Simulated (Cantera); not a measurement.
An adiabatic, constant-pressure homogeneous reactor starts with CH₄ : O₂ : N₂ : H₂O = 1 : 2.33 : 8.74 : 0.03 (molar parts), at 1148 K and 188 Torr.

Model: GRI-Mech 3.0 (53 species, 325 reactions), integrated in Cantera.

Predict: time of steepest temperature rise; temperature at 0.500 s; equilibrium temperature; x(O₂) at 0.500 s; x(NO) at 0.500 s.


* **time of steepest temperature rise**: 0.286 s
* **temperature at 0.500 s**: 2468 K
* **equilibrium temperature**: 2468 K
* **x(O₂) at 0.500 s**: 0.0324 (gas-phase equilibrium 0.0324)
* **x(NO) at 0.500 s**: 0.00807 (gas-phase equilibrium 0.00807)
